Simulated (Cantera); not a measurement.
Ignition delay

Mixture: 15.5 % CO, 1.52 % H2, 6.04 % CH4, 10.8 % O2, 66.1 % N2, at 94000 Pa, adiabatic and at constant volume. Ignition delay is the time to a rise of 400 K.

Detailed kinetics in Cantera: GRI-Mech 3.0 (53 species, 325 reactions).

| T0 (K) | delay (ms) |
|---|---|
| 1025 | 84.4 |
| 1125 | 30.3 |
| 1225 | 10.4 |
| 1325 | 3.66 |
| 1425 | 1.42 |
| 1525 | 0.621 |

```
Item                                                    Result
--------------------------------------------------  ----------
apparent activation energy between 1325 and 1525 K  150 kJ/mol
```
